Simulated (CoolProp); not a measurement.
A single-stage vapour-compression cycle with vinyl chloride: evaporating at 264.15 K (dew point), condensing at 302.15 K (bubble point), superheat 10 K, subcooling 0 K, compressor efficiency 0.75, no pressure losses. Each further row changes one setting.

The numbers come from the reference Helmholtz-energy equation of state, Thol 2022 in CoolProp.

| case | cooling COP | pressure ratio | discharge temperature (K) | refrigerating effect (kJ/kg) | volumetric capacity (kJ/m³) |
|---|---|---|---|---|---|
| as stated | 4.55 | 3.60 | 353.1 | 302 | 1050 |
| evaporating temperature 269.15 K | [?] | 2.97 | 346.6 | 306 | [?] |
| condensing temperature 297.15 K | 5.33 | 3.11 | 343.8 | 310 | 1080 |
| subcooling 5 K | 4.67 | 3.60 | 353.1 | 310 | 1080 |
| superheat 20 K | 4.51 | 3.60 | 364.0 | [?] | [?] |
| compressor efficiency 0.65 | [?] | 3.60 | [?] | 302 | 1050 |

Complete the blanks.


- evaporating temperature 269.15 K, cooling COP: 5.43
- evaporating temperature 269.15 K, volumetric capacity (kJ/m³): 1270
- superheat 20 K, refrigerating effect (kJ/kg): 311
- superheat 20 K, volumetric capacity (kJ/m³): 1040
- compressor efficiency 0.65, cooling COP: 3.95
- compressor efficiency 0.65, discharge temperature (K): 363.2
